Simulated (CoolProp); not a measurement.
Saturation properties of CH2F2 (R32).

Computed with CoolProp (reference Helmholtz-energy equation of state, Tillner-Roth 1997).

```csv
T (K),p (MPa),enthalpy of vaporisation (kJ/kg),liquid cp (kJ/(kg K)),vapour Z
192,0.01720,411.8,1.560,0.9867
201.6,0.03272,402.5,1.565,0.9797
211.1,0.05788,392.9,1.574,0.9706
220.7,0.09727,382.7,1.586,0.9590
230.3,0.1556,372.1,1.602,0.9448
239.9,0.2386,360.8,1.623,0.9276
249.5,0.3527,348.8,1.649,0.9074
259.1,0.5051,336.0,1.682,0.8839
268.7,0.7033,322.1,1.723,0.8569
278.3,0.9559,307.1,1.774,0.8262
287.9,1.272,290.5,1.841,0.7913
297.4,1.656,272.4,1.929,0.7523
307,2.127,251.8,2.053,0.7077
```

It boils at 221.5 K under 1 atm.
